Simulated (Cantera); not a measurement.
An adiabatic, constant-pressure homogeneous reactor starts with CH3OH : O2 : N2 = 1 : 2.68 : 10.1 (molar parts), equivalence ratio 0.56, at 1275 K and 3.20 bar. Integrator tolerance rtol = 1e-08.

Cantera simulation using GRI-Mech 3.0 (53 species, 325 reactions); the numbers are that mechanism's predictions, not measurements. GRI-Mech 3.0 was tuned for natural gas; its chemistry of methanol as a main component is partial and can be far from experiment.

Task: What does this change do: constant volume in place of constant pressure?

Result: 
| quantity | before | after |
|---|---|---|
| time of steepest temperature rise | 1.28 ms | 1.23 ms |
| temperature at 1.00 s | 2387 K | 2605 K |
| equilibrium temperature | 2387 K | 2605 K |
| x(CH3OH) at 1.00 s | <1e-12 (gas-phase equilibrium <1e-12) | <1e-12 (gas-phase equilibrium <1e-12) |
| x(O2) at 1.00 s | 0.0765 (gas-phase equilibrium 0.0765) | 0.0742 (gas-phase equilibrium 0.0742) |
| x(HCN) at 1.00 s | 3.10e-12 (gas-phase equilibrium 3.10e-12) | 3.89e-11 (gas-phase equilibrium 3.89e-11) |
| x(CH2O) at 1.00 s | 3.15e-12 (gas-phase equilibrium 3.15e-12) | 2.79e-11 (gas-phase equilibrium 2.79e-11) |
| x(O) at 1.00 s | 0.00125 (gas-phase equilibrium 0.00125) | 0.00250 (gas-phase equilibrium 0.00250) |
| x(NO) at 1.00 s | 0.0106 (gas-phase equilibrium 0.0106) | 0.0154 (gas-phase equilibrium 0.0154) |

Task: What does this change do: initial temperature 1275 to 1325 K?

Result: 
| quantity | before | after |
|---|---|---|
| time of steepest temperature rise | 1.28 ms | 0.654 ms |
| temperature at 1.00 s | 2387 K | 2421 K |
| equilibrium temperature | 2387 K | 2421 K |
| x(CH3OH) at 1.00 s | <1e-12 (gas-phase equilibrium <1e-12) | <1e-12 (gas-phase equilibrium <1e-12) |
| x(O2) at 1.00 s | 0.0765 (gas-phase equilibrium 0.0765) | 0.0761 (gas-phase equilibrium 0.0761) |
| x(HCN) at 1.00 s | 3.10e-12 (gas-phase equilibrium 3.10e-12) | 4.91e-12 (gas-phase equilibrium 4.91e-12) |
| x(CH2O) at 1.00 s | 3.15e-12 (gas-phase equilibrium 3.15e-12) | 4.55e-12 (gas-phase equilibrium 4.55e-12) |
| x(O) at 1.00 s | 0.00125 (gas-phase equilibrium 0.00125) | 0.00150 (gas-phase equilibrium 0.00150) |
| x(NO) at 1.00 s | 0.0106 (gas-phase equilibrium 0.0106) | 0.0113 (gas-phase equilibrium 0.0113) |

Task: What does this change do: pressure from 3.20 bar to 1.00 bar?

Result: 
```json
[
 {"quantity": "time of steepest temperature rise", "before": "1.28 ms", "after": "3.52 ms"},
 {"quantity": "temperature at 1.00 s", "before": "2387 K", "after": "2362 K"},
 {"quantity": "equilibrium temperature", "before": "2387 K", "after": "2362 K"},
 {"quantity": "x(CH3OH) at 1.00 s", "before": "<1e-12 (gas-phase equilibrium <1e-12)", "after": "<1e-12 (gas-phase equilibrium <1e-12)"},
 {"quantity": "x(O2) at 1.00 s", "before": "0.0765 (gas-phase equilibrium 0.0765)", "after": "0.0768 (gas-phase equilibrium 0.0768)"},
 {"quantity": "x(HCN) at 1.00 s", "before": "3.10e-12 (gas-phase equilibrium 3.10e-12)", "after": "2.86e-12 (gas-phase equilibrium 2.86e-12)"},
 {"quantity": "x(CH2O) at 1.00 s", "before": "3.15e-12 (gas-phase equilibrium 3.15e-12)", "after": "2.31e-12 (gas-phase equilibrium 2.31e-12)"},
 {"quantity": "x(O) at 1.00 s", "before": "0.00125 (gas-phase equilibrium 0.00125)", "after": "0.00197 (gas-phase equilibrium 0.00197)"},
 {"quantity": "x(NO) at 1.00 s", "before": "0.0106 (gas-phase equilibrium 0.0106)", "after": "0.0102 (gas-phase equilibrium 0.0102)"}
]
```
